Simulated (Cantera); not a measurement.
A closed system holds: 1 mol SiC, 0.19 mol N₂, equilibrated at 1748 K and 1.30e-5 bar.

Method: chemical equilibrium by Gibbs-energy minimisation in Cantera with the NASA 1993 tables (ideal gas, pure condensed phases). Candidate condensed phases: C, Si, SiC, Si₃N₄; 20 gas species. The numbers say what is thermodynamically allowed, not how fast it happens.

Problem. What is the equilibrium state?

Solution. 
```
Quantity                                 Value
--------------------------------  ------------
x(N₂)                                    0.998
x(Si)                                  0.00211
x(SiC₂)                                2.25e-5
x(Si₂C)                                1.69e-5
x(SiN)                                 3.94e-6
x(CN)                                  3.61e-6
n(C(graphite))                    0.000401 mol
n(SiC(s))                            1.000 mol
gas amount                          0.1904 mol
log10 activity of Si(l) (absent)         -1.72
```
